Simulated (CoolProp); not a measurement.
The numbers come from the reference Helmholtz-energy equation of state, Zhou 2011 in CoolProp.

Q: For dimethyl carbonate, give the phase and the Joule-Thomson coefficient (K/MPa) at 535.3 K and 0.101 MPa; 556.9 K and 0.101 MPa; 567.7 K and 0.101 MPa.

A: 
- 535.3 K and 0.101 MPa: gas; Joule-Thomson coefficient 7.31
- 556.9 K and 0.101 MPa: gas; Joule-Thomson coefficient 6.59
- 567.7 K and 0.101 MPa: gas; Joule-Thomson coefficient 6.28
